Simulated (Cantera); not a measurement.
Mixture: CH4 : C2H6 : O2 : N2 = 1 : 0.14 : 4.98 : 20.9 (molar parts), at 0.790 atm, adiabatic and at constant volume. Ignition delay is the time to a rise of 400 K.

Detailed kinetics in Cantera: GRI-Mech 3.0 (53 species, 325 reactions).

Q: At T0 = 1275 K, what is the delay, and which 8 reactions control it most (d ln τ / d ln k, from doubling and halving each rate constant)?

A: The delay is 1.60 ms.
```csv
reaction,d ln τ / d ln k,faster rate
H + O2 <=> O + OH,-0.69,shortens it
CH3 + HO2 <=> CH3O + OH,-0.67,shortens it
CH4 + OH <=> CH3 + H2O,0.45,lengthens it
CH4 + H <=> CH3 + H2,0.42,lengthens it
C2H6 + OH <=> C2H5 + H2O,-0.37,shortens it
CH3 + O2 <=> CH3O + O,-0.13,shortens it
C2H6 + O <=> C2H5 + OH,-0.12,shortens it
2 CH3 (+M) <=> C2H6 (+M),0.12,lengthens it
```
